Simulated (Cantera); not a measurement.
Standard-state values (1 bar) from the NASA 1993 polynomials, evaluated with Cantera. Values are per mole of reaction as written; species without (g) are pure solids or liquids, kept so even where they would boil at 1 bar.

3 CaF2 + N2(g) + 6 Cl(g) → 2 NF3(g) + 3 CaCl2

| T (K) | ΔH° (kJ) | ΔS° (J/K) | ΔG° (kJ) | log10 K | condensed phases |
|---|---|---|---|---|---|
| 300 | 299.0 | -553.2 | 465.0 | -80.96 | CaF2(s), CaCl2(s) |
| 1225 | 369.8 | -502.0 | 984.7 | -41.99 | CaF2(s), CaCl2(l) |
| 1275 | 370.4 | -501.5 | 1009.8 | -41.37 | CaF2(s), CaCl2(l) |
| 1325 | [?] | [?] | [?] | [?] | CaF2(s), CaCl2(l) |
| 1375 | 370.9 | -501.1 | 1059.9 | -40.27 | CaF2(s), CaCl2(l) |
| 1425 | [?] | [?] | [?] | [?] | CaF2(s), CaCl2(l) |
| 1475 | 353.4 | -513.3 | 1110.6 | -39.33 | CaF2(s), CaCl2(l) |

### Question
Some entries are withheld; supply them.

### Answer

- 1325, ΔH° (kJ): 370.8
- 1325, ΔS° (J/K): -501.2
- 1325, ΔG° (kJ): 1034.9
- 1325, log10 K: -40.80
- 1425, ΔH° (kJ): 356.4
- 1425, ΔS° (J/K): -511.3
- 1425, ΔG° (kJ): 1085.0
- 1425, log10 K: -39.77
